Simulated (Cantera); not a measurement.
## Thermodynamics of thermal oxidation and active oxidation of silicon, feed Si + O2 + H2

A closed system holds: 1 mol Si, 0.14 mol O2, 270 mol H2, at 1.20 Pa.

Cantera equilibrium calculation (NASA polynomials, part measured and part estimated; ideal gas, pure solids and liquids). Candidate condensed phases: H2O, Si, SiO2; 18 gas species. The numbers say what is thermodynamically allowed, not how fast it happens.

```tsv
T (K)	x H2	x H	x Si	x SiO	x SiH	x Si2	x SiH2	n Si(s)
1300	0.999	0.000319	3.61e-6	0.00104	1.04e-7	8.82e-10	7.64e-8	0.719
1325	0.998	0.000472	7.86e-6	0.00104	1.97e-7	2.43e-9	1.16e-7	0.718
1350	0.998	0.000687	1.66e-5	0.00104	3.67e-7	6.44e-9	1.75e-7	0.715
1375	0.998	0.000988	3.42e-5	0.00104	6.66e-7	1.65e-8	2.58e-7	0.710
1400	0.997	0.00140	6.86e-5	0.00104	1.18e-6	4.08e-8	3.76e-7	0.701
1425	0.997	0.00197	0.000134	0.00103	2.06e-6	9.76e-8	5.40e-7	0.683
1450	0.996	0.00272	0.000256	0.00103	3.52e-6	2.27e-7	7.66e-7	0.649
1475	0.995	0.00373	0.000479	0.00103	5.90e-6	5.11e-7	1.07e-6	0.588
1500	0.993	0.00506	0.000877	0.00103	9.72e-6	1.12e-6	1.49e-6	0.478
1525	0.991	0.00680	0.00157	0.00103	1.57e-5	2.40e-6	2.04e-6	0.286
```
x: gas mole fraction; n: condensed amount in mol.

From 1300 K to 1525 K the condensed part is Si(s). The main Si-bearing gas is SiO at 1300 K and Si at 1525 K. The share of Si in condensed phases is highest at 1300 K (71.9 %) and lowest at 1525 K (28.6 %).
